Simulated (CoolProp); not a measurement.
The fluid at 298.15 K and 0.595 MPa is throttled through a valve to 0.236 MPa with no heat exchange. The same conditions are run with several fluids, on thermodynamics alone (safety and materials aside).

The numbers come from the reference Helmholtz-energy equation of state of each fluid (propylene: Lemmon 2013; CH2F2 (R32): Tillner-Roth 1997; CH3F (R41): Lemmon 2006; R407C: Lemmon 2003; hydrogen sulfide: Lemmon 2006) in CoolProp. Blends and air are pseudo-pure fits.

Question: Rank propylene, CH2F2 (R32), CH3F (R41), R407C, hydrogen sulfide by temperature change (K), highest first.

Answer: hydrogen sulfide (-6.4), CH3F (R41) (-6.6), propylene (-6.7), R407C (-8.0), CH2F2 (R32) (-9.5)

```csv
fluid,final density (kg/m³)
propylene,4.26
CH2F2 (R32),5.29
CH3F (R41),3.39
R407C,8.81
hydrogen sulfide,3.38
```
